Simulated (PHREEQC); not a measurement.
Make-up at 25 °C: 0.041 mol/kgw NiCl2, 0.052 mol/kgw NaCl and 0.00097 mol/kgw FeSO4. Closed to the air; pH follows from the charge balance.

The numbers come from PHREEQC with the ion-association model, wateq4f.dat.

This is a speciation only: nothing precipitates in the calculation.

Problem. Estimate the pH, ionic strength.

Solution. pH 5.87; ionic strength 0.167 mol/kgw.

Problem. In which forms is Fe present?

Solution. Fe+2 94 %, FeCl+ 5.5 %, FeSO4 0.9 % of the Fe.

Complexes and solids missing from the database can't appear.
